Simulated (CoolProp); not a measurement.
The numbers come from the reference Helmholtz-energy equation of state, Lemmon 2006 in CoolProp. It is a short technical equation, of lower accuracy than the large ones.

Task: Give the vapour pressure (bar), liquid density (kg/m³), vapour density (kg/m³), liquid conductivity (mW/(m K)) of saturated isopentane at 18.85 °C.

Result: 
```json
[
 {"T (°C)": "18.85", "p (bar)": "0.735", "liquid density (kg/m³)": "621", "vapour density (kg/m³)": "2.26", "liquid conductivity (mW/(m K))": "104"}
]
```

Thermal conductivity comes from a separate model (Vassiliou 2015).
